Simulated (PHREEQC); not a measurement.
# Alkaline etch or developer (model solution)

Dissolve 0.014 mol/kgw KOH, 3.2e-05 mol/kgw H3BO3 and 0.05 mol/kgw (CH3)4NCl at 25 °C. Closed to the air; pH follows from the charge balance.

Equilibrium calculation in PHREEQC: ion-association model, wateq4f.dat.

No solid was allowed to form.

### Question
Estimate the pH.

### Answer
pH 12.05.

Species that the database lacks are ignored. (CH3)4N+ isn't in the database: it is added as a free cation with an ion size of 4 Å.
